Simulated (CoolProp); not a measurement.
Chlorine along the isotherm 282.8 K: fugacity coefficient from the reference equation and from simpler models built on Tc = 416.9 K, pc = 7642 kPa, ω = 0.070; each cubic takes its own stable root.

Values from CoolProp's reference Helmholtz-energy equation of state, Thol 2021.

```tsv
p (kPa)	phase	reference	Redlich-Kwong	Soave-Redlich-Kwong
60.4	gas	0.9911	0.9921	0.9921
88.7	gas	0.9870	0.9884	0.9884
130	gas	0.9809	0.9830	0.9829
191	gas	0.9719	0.9751	0.9749
280	gas	0.9589	0.9635	0.9633
412	gas	0.9394	0.9463	0.9460
604	liquid	0.7675	0.7899	0.7757
887	liquid	0.5257	0.5414	0.5316
1300	liquid	0.3618	0.3729	0.3661
1910	liquid	0.2494	0.2573	0.2527
2800	liquid	0.1733	0.1791	0.1759
4120	liquid	0.1211	0.1254	0.1231
6040	liquid	0.08596	0.08933	0.08770
8870	liquid	0.06207	0.06481	0.06362
13000	liquid	0.04611	0.04847	0.04758
19100	liquid	0.03555	0.03773	0.03702
```
